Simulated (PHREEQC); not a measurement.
Make-up at 25 °C: 0.2 mol NH4Cl and 0.31 mol K2HPO4 per kg of water. Closed to the air; pH follows from the charge balance.

Model: ion-association model, wateq4f.dat, run in PHREEQC.

### Question
The ionic strength comes out as 1.02 mol/kgw. What activity coefficients do K+, HPO4-2, NH4+, KHPO4-, H2PO4- get?

### Answer
K+ 0.60, HPO4-2 0.17, NH4+ 0.79, KHPO4- 0.65, H2PO4- 0.65.

Precipitation was switched off in this run. Caution: at this ionic strength the ion-association model is outside its range; a Pitzer model would be the better tool where its parameters exist. H3PO4, which wateq4f.dat lacks, is added to it with the constant of phreeqc.dat.
